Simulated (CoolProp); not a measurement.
Computed with CoolProp (reference Helmholtz-energy equation of state, Lemmon 2003). It is a pseudo-pure fit of the blend.

Problem. For R407C, give the phase and the cp (kJ/(kg K)), Prandtl number at 226.85 °C and 6.62 bar; 226.85 °C and 13.2 bar; 226.85 °C and 16.5 bar.

Solution. 
- 226.85 °C and 6.62 bar: gas; cp 1.14, Prandtl number 0.814
- 226.85 °C and 13.2 bar: gas; cp 1.16, Prandtl number 0.817
- 226.85 °C and 16.5 bar: gas; cp 1.16, Prandtl number 0.820

Viscosity comes from a separate model (Geller 2000). Thermal conductivity comes from a separate model (Geller 2001).
